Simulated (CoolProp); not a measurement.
A single-stage vapour-compression cycle with vinyl chloride: evaporating at 279.15 K (dew point), condensing at 320.15 K (bubble point), superheat 10 K, subcooling 5 K, compressor efficiency 0.75, no pressure losses. Each further row changes one setting.

Computed with CoolProp (reference Helmholtz-energy equation of state, Thol 2022).

```csv
case,cooling COP,pressure ratio,discharge temperature (K),refrigerating effect (kJ/kg),volumetric capacity (kJ/m³)
as stated,4.52,3.38,366.2,292,1710
evaporating temperature 284.15 K,5.32,2.85,360.9,296,2020
condensing temperature 315.15 K,5.23,2.97,357.8,300,1750
subcooling 10 K,4.64,3.38,366.2,300,1750
superheat 20 K,4.48,3.38,377.0,301,1690
compressor efficiency 0.65,3.91,3.38,375.6,292,1710
```
